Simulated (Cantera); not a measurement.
## Roasting and sulfation: Fe2O3 + SO2 + CO2

Input: 1 mol Fe2O3, 0.23 mol SO2, 0.072 mol CO2, equilibrated at 0.100 bar.

These are equilibrium values from Cantera (NASA tables, ideal gas, pure condensed phases), not measurements of a reactor. Candidate condensed phases: C, Fe, Fe(CO)5, FeO, FeS, FeSO4, FeS2, Fe2O3, Fe2(SO4)3, Fe3O4, S; 25 gas species. Mutual solubility and eutectic melting of coexisting phases are not modelled. Equilibrium is a limit: real reactors are often held back by kinetics, nucleation or transport.

From 848 K to 1148 K the condensed part is Fe2O3(s). From 1223 K to 1448 K the condensed part is Fe2O3(s) + Fe3O4(s).

| T (K) | log p SO2 | log p CO2 | log p O2 | log p SO3 | log p CO | n Fe2O3(s) | n Fe3O4(s) |
|---|---|---|---|---|---|---|---|
| 848 | -1.12 | -1.62 | <-13 | -7.20 | -7.24 | 1.00 | 0 |
| 923 | -1.12 | -1.62 | -12.59 | -6.73 | -6.78 | 1.00 | 0 |
| 998 | -1.12 | -1.62 | -10.54 | -6.12 | -6.60 | 1.000 | 0 |
| 1073 | -1.12 | -1.62 | -8.79 | -5.60 | -6.44 | 1.000 | 0 |
| 1148 | -1.12 | -1.62 | -7.29 | -5.16 | -6.29 | 1.000 | 0 |
| 1223 | -1.12 | -1.62 | -5.97 | -4.77 | -6.17 | 1.000 | 0.000110 |
| 1298 | -1.12 | -1.62 | -4.81 | -4.43 | -6.05 | 0.999 | 0.000404 |
| 1373 | -1.12 | -1.62 | -3.78 | -4.13 | -5.95 | 0.996 | 0.00245 |
| 1448 | -1.13 | -1.63 | -2.86 | -3.86 | -5.86 | 0.973 | 0.0178 |
log p: log10 of the partial pressure in bar; n: condensed amount in mol.
